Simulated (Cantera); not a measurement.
Cantera run:

```python
import numpy as np
import cantera as ct

gas_names = """
    H HNO HNO2 HNO3 HO2 H2 H2O H2O2 N NH NH2 NH3 NH2OH NO NO2 NO3 N2 N2H2 N2H4 N2O O OH O2 O3 Si SiH
    SiH2 SiH3 SiH4 SiN SiO SiO2 Si2 Si2N Si3
""".split()
cond_names = """
    H2O(s) H2O(L) Si(cr) Si(L) SiO2(Lqz) SiO2(hqz) SiO2(L) Si2N2O(s) Si3N4(a)
""".split()


# ... load() reads the species with a 1 bar reference pressure and builds the phases ...
atoms = {
    'Si3N4': {'Si': 3, 'N': 4},
    'O2': {'O': 2},
    'H2': {'H': 2},
    'H2O': {'H': 2, 'O': 1},
}
top_T = {'Si2N2O(s)': 2100, 'Si3N4(a)': 2400}  # K; cautious upper limits of use, not melting points


# ... equilibrate(T, P, feed) seeds the gas with the atoms and calls Mixture.equilibrate('TP', solver="vcs", rtol=1e-11, max_steps=5000) ...
results = []
feed = {'Si3N4': 1, 'O2': 0.52, 'H2': 900, 'H2O': 0.14}  # mol
T = 1125  # K
for P in [0.1, 0.75, 5.6, 42, 320, 2400, 18000, 130000, 1000000]:
    mix = equilibrate(T, P, feed)
    results.append((T, P, feed, dict(zip(mix.species_names, mix.species_moles))))
    x = sorted(zip(gas.X, gas.species_names), reverse=True)
    print(f"T = {T:g} K  P = {P:g} Pa  gas = {mix.phase_moles(0):.4g} mol")
    print("   x: " + "  ".join(f"{s} {v:.3e}" for v, s in x if v > 0.001))
    print("   condensed (mol): " + ("  ".join(f"{mix.phase(i).name} {mix.phase_moles(i):.4g}"
          for i in range(1, mix.n_phases) if mix.phase_moles(i) > 1e-12) or "none"))
```

It prints:

```
T = 1125 K  P = 0.1 Pa  gas = 901 mol
   x: H2 9.990e-01
   condensed (mol): Si(cr) 0.6497  Si2N2O(s) 1.17
T = 1125 K  P = 0.75 Pa  gas = 900.5 mol
   x: H2 9.995e-01
   condensed (mol): Si2N2O(s) 1.18  Si3N4(a) 0.2135
T = 1125 K  P = 5.6 Pa  gas = 900.5 mol
   x: H2 9.996e-01
   condensed (mol): Si2N2O(s) 1.18  Si3N4(a) 0.2133
T = 1125 K  P = 42 Pa  gas = 900.5 mol
   x: H2 9.996e-01
   condensed (mol): Si2N2O(s) 1.18  Si3N4(a) 0.2133
T = 1125 K  P = 320 Pa  gas = 900.5 mol
   x: H2 9.996e-01
   condensed (mol): Si2N2O(s) 1.18  Si3N4(a) 0.2133
T = 1125 K  P = 2400 Pa  gas = 900.5 mol
   x: H2 9.996e-01
   condensed (mol): Si2N2O(s) 1.18  Si3N4(a) 0.2133
T = 1125 K  P = 18000 Pa  gas = 900.5 mol
   x: H2 9.996e-01
   condensed (mol): Si2N2O(s) 1.18  Si3N4(a) 0.2133
T = 1125 K  P = 130000 Pa  gas = 900.5 mol
   x: H2 9.996e-01
   condensed (mol): Si2N2O(s) 1.18  Si3N4(a) 0.2133
T = 1125 K  P = 1e+06 Pa  gas = 900.5 mol
   x: H2 9.995e-01
   condensed (mol): Si2N2O(s) 1.18  Si3N4(a) 0.2133
```

These are equilibrium values from Cantera (NASA tables, ideal gas, pure condensed phases), not measurements of a reactor. Mutual solubility and eutectic melting of coexisting phases are not modelled.
